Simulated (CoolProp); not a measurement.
Vapour pressure (MPa) of carbon monoxide: the reference equation beside estimates from Tc = 132.9 K, pc = 3.498 MPa, ω = 0.050. Clausius-Clapeyron is anchored at 86.1 K with a constant enthalpy of vaporisation of 5.833 kJ/mol.

Model: reference Helmholtz-energy equation of state, Lemmon 2006, in CoolProp. It is a short technical equation, of lower accuracy than the large ones.

```
T (K)  reference  Lee-Kesler  Clausius-Clapeyron  van der Waals  Redlich-Kwong  Soave-Redlich-Kwong  Peng-Robinson
-----  ---------  ----------  ------------------  -------------  -------------  -------------------  -------------
79.7     0.08079     0.08082             0.08504         0.3035        0.07148              0.08031        0.08252
82.9      0.1167      0.1167              0.1195         0.3796         0.1068               0.1162         0.1185
86.1      0.1636      0.1637              0.1636         0.4675         0.1540               0.1631         0.1653
89.4      0.2256      0.2258                   …         0.5715         0.2172               0.2254         0.2272
92.6      0.3010      0.3013                   …         0.6859         0.2949               0.3012         0.3023
95.8      0.3934      0.3940              0.3734         0.8143         0.3909               0.3945         0.3946
99.1      0.5090           …              0.4765         0.9621         0.5114               0.5114         0.5100
102.3     0.6429      0.6433              0.5946          1.121         0.6512               0.6470         0.6439
105.6     0.8058      0.8058              0.7368              …         0.8214               0.8124         0.8072
108.8     0.9902      0.9895              0.8958          1.493          1.013               0.9998         0.9924
112        1.203       1.202               1.077          1.701          1.234                    …          1.207
115.3          …       1.452               1.288          1.934          1.494                1.472          1.460
118.5      1.734       1.730               1.519              …          1.779                1.754          1.741
121.8      2.059       2.055               1.783          2.448          2.108                2.083          2.070
```

**Question.** Complete the blanks.

**Answer.** 
- 89.4, Clausius-Clapeyron: 0.2210
- 92.6, Clausius-Clapeyron: 0.2899
- 99.1, Lee-Kesler: 0.5095
- 105.6, van der Waals: 1.301
- 112, Soave-Redlich-Kwong: 1.216
- 115.3, reference: 1.455
- 118.5, van der Waals: 2.178

Absolute difference from the reference over all 14 rows, mean and median: Lee-Kesler 0.1 and 0.1 %, Clausius-Clapeyron 7.0 and 6.9 %, van der Waals 105.0 and 81.7 %, Redlich-Kwong 3.5 and 2.5 %, Soave-Redlich-Kwong 0.7 and 0.6 %, Peng-Robinson 0.6 and 0.4 %.
